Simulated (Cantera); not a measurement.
Feed: 1 mol CF4, 0.91 mol F2, 0.22 mol H2, 0.075 mol CH4, equilibrated at 3275 K and 1000 Pa.

These are equilibrium values from Cantera (NASA tables, ideal gas, pure condensed phases), not measurements of a reactor. Candidate condensed phases: C, C6H6, C7H8, C8H18; 95 gas species. The numbers say what is thermodynamically allowed, not how fast it happens.

Base state: F 0.767, HF 0.103, CF 0.0568, C3 0.0251, C 0.0212, H 0.0155, C2 0.00707, CF2 0.00390 (mole fractions); condensed: gas only.

Q: What changes in the equilibrium state with this change: CH4 from 0.075 to 0.022 mol?

A: 
```json
[
 {"species": "F", "before": "0.767", "after": "0.802"},
 {"species": "HF", "before": "0.103", "after": "0.0748"},
 {"species": "CF", "before": "0.0568", "after": "0.0577"},
 {"species": "H", "before": "0.0155", "after": "0.0107"},
 {"species": "C3", "before": "0.0251", "after": "0.0230"},
 {"species": "C", "before": "0.0212", "after": "0.0206"},
 {"species": "H2", "before": "2.03e-5", "after": "9.75e-6"},
 {"species": "C2H", "before": "7.13e-5", "after": "4.65e-5"}
]
```

Q: What changes in the equilibrium state with this change: CF4 replaced by c-C4F8?

A: 
| species | before | after |
|---|---|---|
| F | 0.767 | 0.733 |
| CF | 0.0568 | 0.0774 |
| C3 | 0.0251 | 0.0725 |
| HF | 0.103 | 0.0571 |
| C2 | 0.00707 | 0.0143 |
| H | 0.0155 | 0.00894 |
| C | 0.0212 | 0.0302 |
| C5 | 0.000144 | 0.000839 |
| C4 | 6.68e-5 | 0.000274 |
| H2 | 2.03e-5 | 6.81e-6 |
| CF2 | 0.00390 | 0.00508 |
| C2H | 7.13e-5 | 8.36e-5 |
The feed counts by its element totals alone.

Q: What changes in the equilibrium state with this change: CH4 from 0.075 to 0.77 mol?

A: 
| species | before | after |
|---|---|---|
| F | 0.767 | 0.390 |
| HF | 0.103 | 0.372 |
| H | 0.0155 | 0.109 |
| C3 | 0.0251 | 0.0506 |
| C2 | 0.00707 | 0.0113 |
| CF | 0.0568 | 0.0365 |
| C | 0.0212 | 0.0268 |
| C2H2 (acetylene) | 3.82e-7 | 3.05e-5 |
| H2 | 2.03e-5 | 0.00102 |
| C2H | 7.13e-5 | 0.000805 |
| CH | 2.84e-6 | 2.54e-5 |
| C2HF | 2.39e-6 | 1.37e-5 |
